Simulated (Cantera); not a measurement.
Input (Python, Cantera):

```python
import numpy as np
import cantera as ct

gas = ct.Solution("gri30.yaml")
gas.TPX = 1550, 101325, {'CH4': 1, 'O2': 2.02, 'N2': 7.6}
reactor = ct.IdealGasReactor(gas, energy="on", clone=False)
net = ct.ReactorNet([reactor])
net.rtol, net.atol = 1e-08, 1e-16
show = ['CH4', 'O2', 'HCO', 'C2H6', 'CH2', 'OH']
times = np.geomspace(3e-06, 0.8, 12)

steps = ct.SolutionArray(gas, extra=["t"])
rows = []
print(f"{'t/s':>10s}{'T/K':>9s}{'P/Pa':>11s}" + "".join(f"{s:>11s}" for s in show))
for t in times:
    while net.time < t:
        t_next = net.step()
        steps.append(gas.state, t=t_next)
    rows.append([np.interp(t, steps.t, y) for y in (steps.T, steps.P, *steps(*show).X.T)])
    print(f"{t:10.3e}{rows[-1][0]:9.1f}{rows[-1][1]:11.4g}" + "".join(f"{x:11.3e}" for x in rows[-1][2:]))
rate = np.gradient(steps.T, steps.t)
print("integrator steps:", len(steps.t))
if steps.T.max() > steps.T[0] + 200:
    print(f"time of steepest temperature rise: {steps.t[rate.argmax()]:.4e} s")
gas.TPX = 1550, 101325, {'CH4': 1, 'O2': 2.02, 'N2': 7.6}
gas.equilibrate("UV")
print(f"equilibrium (UV): T = {gas.T:.1f} K  " + "  ".join(f"{s} {gas[s].X[0]:.3e}" for s in show))
```

Output:

```
       t/s      T/K       P/Pa        CH4         O2        HCO       C2H6        CH2         OH
 3.000e-06   1550.0  1.013e+05  9.416e-02  1.902e-01  1.561e-13  1.227e-11  1.412e-13  1.821e-08
 9.341e-06   1550.0  1.013e+05  9.416e-02  1.902e-01  1.858e-12  4.575e-10  8.465e-13  2.821e-08
 2.908e-05   1549.9  1.013e+05  9.415e-02  1.902e-01  2.479e-11  1.822e-08  8.239e-12  6.771e-08
 9.056e-05   1549.9  1.013e+05  9.408e-02  1.902e-01  5.490e-10  1.048e-06  1.500e-10  2.494e-07
 2.820e-04   1552.2  1.015e+05  9.326e-02  1.897e-01  2.848e-08  8.423e-05  4.569e-09  1.497e-06
 8.780e-04   2922.1  2.021e+05  8.354e-15  2.508e-02  1.002e-07  1.733e-28  1.105e-13  2.590e-02
 2.734e-03   2911.3  2.012e+05  9.187e-15  2.232e-02  9.929e-08  2.038e-28  1.088e-13  2.457e-02
 8.512e-03   2911.2  2.012e+05  9.188e-15  2.231e-02  9.929e-08  2.039e-28  1.088e-13  2.456e-02
 2.650e-02   2911.2  2.012e+05  9.188e-15  2.231e-02  9.929e-08  2.039e-28  1.088e-13  2.456e-02
 8.252e-02   2911.2  2.012e+05  9.188e-15  2.231e-02  9.929e-08  2.039e-28  1.088e-13  2.456e-02
 2.569e-01   2911.2  2.012e+05  9.188e-15  2.231e-02  9.929e-08  2.039e-28  1.088e-13  2.456e-02
 8.000e-01   2911.2  2.012e+05  9.188e-15  2.231e-02  9.929e-08  2.039e-28  1.088e-13  2.456e-02
integrator steps: 1786
time of steepest temperature rise: 6.8445e-04 s
equilibrium (UV): T = 2911.2 K  CH4 1.208e-14  O2 2.231e-02  HCO 9.929e-08  C2H6 3.440e-28  CH2 1.163e-13  OH 2.456e-02
```

Model: GRI-Mech 3.0 (53 species, 325 reactions), integrated in Cantera.
